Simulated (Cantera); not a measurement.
A Cantera script and what it prints.

```python
import numpy as np
import cantera as ct

gas_names = [...]  # 151 gases of nasa_gas.yaml made of C, H, N, O, Si
cond_names = """
    C(gr) C6H6(L) C7H8(L) C8H18(L),n-octa H2O(s) H2O(L) Si(cr) Si(L) SiC(b) SiO2(Lqz) SiO2(hqz) SiO2(L)
    Si2N2O(s) Si3N4(a)
""".split()


# ... load() reads the species with a 1 bar reference pressure and builds the phases ...
atoms = {
    'TEOS': {'Si': 1, 'C': 8, 'H': 20, 'O': 4},
    'O3': {'O': 3},
    'N2': {'N': 2},
}
top_T = {'C(gr)': 4500, 'SiC(b)': 3050, 'Si2N2O(s)': 2100, 'Si3N4(a)': 2400}  # K; cautious upper limits of use, not melting points


# ... equilibrate(T, P, feed) seeds the gas with the atoms and calls Mixture.equilibrate('TP', solver="vcs", rtol=1e-11, max_steps=5000) ...
results = []
feed = {'TEOS': 1, 'O3': 0.11, 'N2': 65}  # mol
T = 573  # K
P = 10000  # Pa
mix = equilibrate(T, P, feed)
results.append((T, P, feed, dict(zip(mix.species_names, mix.species_moles))))
print(gas.report(threshold=1e-06))
for i in range(1, mix.n_phases):
    print(f"{mix.phase(i).name:16s} {mix.phase_moles(i):12.5e} mol")
```

It prints:

```
       temperature   573 K
          pressure   10000 Pa
           density   0.055202 kg/m^3
  mean mol. weight   26.299 kg/kmol
   phase of matter   gas

                          1 kg             1 kmol
                     ---------------   ---------------
          enthalpy            -70473       -1.8534e+06  J
   internal energy       -2.5163e+05       -6.6176e+06  J
           entropy            8801.5        2.3147e+05  J/K
    Gibbs function       -5.1137e+06       -1.3449e+08  J
 heat capacity c_p            1173.2             30854  J/K
 heat capacity c_v            857.04             22539  J/K

                      mass frac. Y      mole frac. X     chem. pot. / RT
                     ---------------   ---------------   ---------------
               CH4          0.021175          0.034712           -44.565
                CO        9.6737e-05        9.0829e-05           -59.195
               CO2         0.0040979         0.0024488           -117.47
                H2         0.0031465          0.041047           -21.822
               H2O          0.018549          0.027079           -80.094
               NH3        3.4397e-05        5.3115e-05           -45.768
                N2            0.9529           0.89457            -26.07
     [ +144 minor]         1.027e-08        8.9809e-09

C(gr)             5.29334e+00 mol
H2O(L)            0.00000e+00 mol
Si(cr)            0.00000e+00 mol
SiC(b)            0.00000e+00 mol
SiO2(Lqz)         1.00000e+00 mol
Si2N2O(s)         0.00000e+00 mol
Si3N4(a)          0.00000e+00 mol
```

Method: chemical equilibrium by Gibbs-energy minimisation in Cantera with the NASA 1993 tables (ideal gas, pure condensed phases). The feed counts by its element totals alone.
